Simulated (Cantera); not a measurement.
Input: 1 mol SiH₂Cl₂, a varied amount of NH₃, 2.9 mol N₂, at 38.0 mbar.

Points: T (K) = 873, 973, 1073, 1173, 1273, 1373, 1473, 1573, 1673, 1773, 1873, 1973, 2073, 2173; n(NH3) (mol) = 2.2, 3.2, 4.7, 7, 10, 15, 22, 33.

Cantera's Mixture.equilibrate('TP', solver="vcs", rtol=1e-11, max_steps=5000) on the NASA tables stopped like this:

```
ERROR: FAILURE its = 5001!

*******************************************************************************
CanteraError thrown by MultiPhase::equilibrate:
VCS solver failed. Return code: -1
*******************************************************************************
```

Task: What got this run through?

Result: This is not unique; one that fits is The failure is numerical, not chemical. The same input converged with solver="gibbs", rtol=1e-10, max_steps=50000, and the result passed a check of the equilibrium conditions:
```
    873        2.2  Si3N4(a)
    873        3.2  Si3N4(a)
    873        4.7  Si3N4(a)
    873          7  Si3N4(a)
    873         10  Si3N4(a)
    873         15  Si3N4(a)
    873         22  Si3N4(a)
    873         33  Si3N4(a)
    973        2.2  Si3N4(a)
    973        3.2  Si3N4(a)
    973        4.7  Si3N4(a)
    973          7  Si3N4(a)
    973         10  Si3N4(a)
    973         15  Si3N4(a)
    973         22  Si3N4(a)
    973         33  Si3N4(a)
   1073        2.2  Si3N4(a)
   1073        3.2  Si3N4(a)
   1073        4.7  Si3N4(a)
   1073          7  Si3N4(a)
   1073         10  Si3N4(a)
   1073         15  Si3N4(a)
   1073         22  Si3N4(a)
   1073         33  Si3N4(a)
   1173        2.2  Si3N4(a)
   1173        3.2  Si3N4(a)
   1173        4.7  Si3N4(a)
   1173          7  Si3N4(a)
   1173         10  Si3N4(a)
   1173         15  Si3N4(a)
   1173         22  Si3N4(a)
   1173         33  Si3N4(a)
   1273        2.2  Si3N4(a)
   1273        3.2  Si3N4(a)
   1273        4.7  Si3N4(a)
   1273          7  Si3N4(a)
   1273         10  Si3N4(a)
   1273         15  Si3N4(a)
   1273         22  Si3N4(a)
   1273         33  Si3N4(a)
   1373        2.2  Si3N4(a)
   1373        3.2  Si3N4(a)
   1373        4.7  Si3N4(a)
   1373          7  Si3N4(a)
   1373         10  Si3N4(a)
   1373         15  Si3N4(a)
   1373         22  Si3N4(a)
   1373         33  Si3N4(a)
   1473        2.2  Si3N4(a)
   1473        3.2  Si3N4(a)
   1473        4.7  Si3N4(a)
   1473          7  Si3N4(a)
   1473         10  Si3N4(a)
   1473         15  Si3N4(a)
   1473         22  Si3N4(a)
   1473         33  Si3N4(a)
   1573        2.2  Si3N4(a)
   1573        3.2  Si3N4(a)
   1573        4.7  Si3N4(a)
   1573          7  Si3N4(a)
   1573         10  Si3N4(a)
   1573         15  Si3N4(a)
   1573         22  Si3N4(a)
   1573         33  Si3N4(a)
   1673        2.2  Si3N4(a)
   1673        3.2  Si3N4(a)
   1673        4.7  Si3N4(a)
   1673          7  Si3N4(a)
   1673         10  Si3N4(a)
   1673         15  Si3N4(a)
   1673         22  Si3N4(a)
   1673         33  Si3N4(a)
   1773        2.2  Si3N4(a)
   1773        3.2  Si3N4(a)
   1773        4.7  Si3N4(a)
   1773          7  Si3N4(a)
   1773         10  Si3N4(a)
   1773         15  Si3N4(a)
   1773         22  Si3N4(a)
   1773         33  Si3N4(a)
   1873        2.2  Si(L)
   1873        3.2  Si(L)
   1873        4.7  Si(L)
   1873          7  Si(L)
   1873         10  Si(L)
   1873         15  Si(L)
   1873         22  Si(L)
   1873         33  Si(L)
   1973        2.2  Si(L)
   1973        3.2  Si(L)
   1973        4.7  Si(L)
   1973          7  Si(L)
   1973         10  Si(L)
   1973         15  Si(L)
   1973         22  Si(L)
   1973         33  Si(L)
   2073        2.2  Si(L)
   2073        3.2  Si(L)
   2073        4.7  Si(L)
   2073          7  Si(L)
   2073         10  Si(L)
   2073         15  Si(L)
   2073         22  Si(L)
   2073         33  Si(L)
   2173        2.2  Si(L)
   2173        3.2  Si(L)
   2173        4.7  Si(L)
   2173          7  Si(L)
   2173         10  Si(L)
   2173         15  Si(L)
   2173         22  Si(L)
   2173         33  Si(L)
```

The gas is ideal and each condensed phase is pure. The tables' values for SiCl3 are old estimates.
